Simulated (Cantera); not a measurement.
Source: NASA polynomial tables (part measured, part estimated), evaluated in Cantera. Values are per mole of reaction as written; species without (g) are pure solids or liquids, kept so even where they would boil at 1 bar.

Between 1400 and 2300 K, where is each reaction favourable under standard conditions?
- 2 B + O2(g) = B2O2(g)
- Zr + O2(g) = ZrO2(g)
- 2 C + O2(g) = 2 CO(g)


- 2 B + O2(g) = B2O2(g): ΔG° is -491 kJ at 1400 K and -507 kJ at 2300 K; it stays negative (K > 1). ΔH° is -472 kJ and ΔS° 15 J/K at 2300 K.
- Zr + O2(g) = ZrO2(g): ΔG° is -319 kJ at 1400 K and -328 kJ at 2300 K; it stays negative (K > 1). ΔH° is -332 kJ and ΔS° -2 J/K at 2300 K.
- 2 C + O2(g) = 2 CO(g): ΔG° is -470 kJ at 1400 K and -622 kJ at 2300 K; it stays negative (K > 1). ΔH° is -243 kJ and ΔS° 165 J/K at 2300 K.
